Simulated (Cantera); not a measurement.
## Roasting and sulfation: FeS₂ + SO₃ + H₂O

Charge: 1 mol FeS₂, 0.067 mol SO₃, 0.26 mol H₂O, equilibrated at 1348.15 K and 248 Torr.

Method: chemical equilibrium by Gibbs-energy minimisation in Cantera with the NASA 1993 tables (ideal gas, pure condensed phases). Candidate condensed phases: Fe, FeO, Fe(OH)₂, Fe(OH)₃, FeS, FeSO₄, FeS₂, Fe₂O₃, Fe₂(SO₄)₃, Fe₃O₄, H₂O, H₂SO₄, S; 22 gas species. FeS: taken at fixed stoichiometry. Equilibrium is a limit: real reactors are often held back by kinetics, nucleation or transport.

- x(S₂): 0.524
- x(H₂O): 0.237
- x(SO₂): 0.153
- x(H₂S): 0.0577
- x(H₂): 0.0169
- x(S₂O): 0.00944
- x(SO): 0.00126
- x(SH): 0.000779
- x(S): 7.23e-6
- n(FeS(s)): 1.00 mol
- gas amount: 0.8336 mol
- log10 activity of S(l) (absent): -1.41
- log10 activity of Fe(γ) (absent): -2.59
- log10 activity of Fe(OH)₂(s) (absent): -7.51
